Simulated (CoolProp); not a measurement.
Computed with CoolProp (reference Helmholtz-energy equation of state, McLinden 2015).

### Question
For the fluoroketone C6F12O (FK-5-1-12), give the phase and the density (kg/m³), isothermal compressibility (1/MPa), expansivity (1/kK) at 136.95 °C and 2.02 MPa; 201.15 °C and 2.02 MPa.

### Answer
- 136.95 °C and 2.02 MPa: liquid; density 1190, isothermal compressibility 0.0282, expansivity 4.86
- 201.15 °C and 2.02 MPa: supercritical; density 251, isothermal compressibility 0.853, expansivity 9.65
